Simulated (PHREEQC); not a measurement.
## Buffer

A solution holds 0.62 mol KHCO3, 0.089 mol KOH and 0.00022 mol KCl per kg of water, at 75 °C. Closed to the air; pH follows from the charge balance.

Computed with PHREEQC (Pitzer model, pitzer.dat).

Precipitation was switched off in this run.

Question: What pH, activity of water does the model give?

Answer: pH 8.67; activity of water 0.979.

Question: In which forms is C present?

Answer: HCO3- 85 %, CO3-2 15 % of the C.

Species that the database lacks are ignored. At this temperature some constants are extrapolated from 25 °C, and those without enthalpy data are left unchanged.
